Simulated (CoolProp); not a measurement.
A single-stage vapour-compression cycle with R1233zd(E): evaporating at 254.15 K (dew point), condensing at 289.15 K (bubble point), superheat 10 K, subcooling 2 K, compressor efficiency 0.65, no pressure losses. Each further row changes one setting.

Values from CoolProp's reference Helmholtz-energy equation of state, Akasaka 2022.

```
case                              cooling COP  pressure ratio  discharge temperature (K)  refrigerating effect (kJ/kg)  volumetric capacity (kJ/m³)
--------------------------------  -----------  --------------  -------------------------  ----------------------------  ---------------------------
as stated                                4.26            4.77                      321.2                           181                          213
evaporating temperature 259.15 K         5.15            3.70                      317.2                             …                            …
condensing temperature 284.15 K             …               …                          …                           187                          220
subcooling 7 K                              …            4.77                      321.2                           187                          220
superheat 20 K                           4.26            4.77                      331.8                             …                          213
compressor efficiency 0.55                  …            4.77                      330.4                           181                          213
```

Task: Some entries are withheld; supply them.

Result: 
- evaporating temperature 259.15 K, refrigerating effect (kJ/kg): 184
- evaporating temperature 259.15 K, volumetric capacity (kJ/m³): 275
- condensing temperature 284.15 K, cooling COP: 5.06
- condensing temperature 284.15 K, pressure ratio: 3.92
- condensing temperature 284.15 K, discharge temperature (K): 314.0
- subcooling 7 K, cooling COP: 4.39
- superheat 20 K, refrigerating effect (kJ/kg): 188
- compressor efficiency 0.55, cooling COP: 3.60
